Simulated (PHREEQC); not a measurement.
Solution (20 °C): 2.2 mol LiCl, 0.075 mol Na2SO4 and 0.13 mol MgCl2 per kg of water. Closed to the air; pH follows from the charge balance.

Computed with PHREEQC (Pitzer model, pitzer.dat).

```
quantity                          before    after
-------------------------------  -------  -------
HSO4- (mol/kgw)                  1.75e-7  2.45e-7
SI of Halite (NaCl)                -2.17    -1.84
SI of Mirabilite (Na2SO4:10H2O)    -3.31    -3.55
```

Problem. Which change was made?
A) MgCl2 from 0.13 to 0.195 mol/kgw
B) MgCl2 left out
C) LiCl from 2.2 to 0.22 mol/kgw
D) LiCl from 2.2 to 3.3 mol/kgw
E) diluted 2-fold with water

Solution. D, LiCl from 2.2 to 3.3 mol/kgw

Precipitation was switched off in this run.
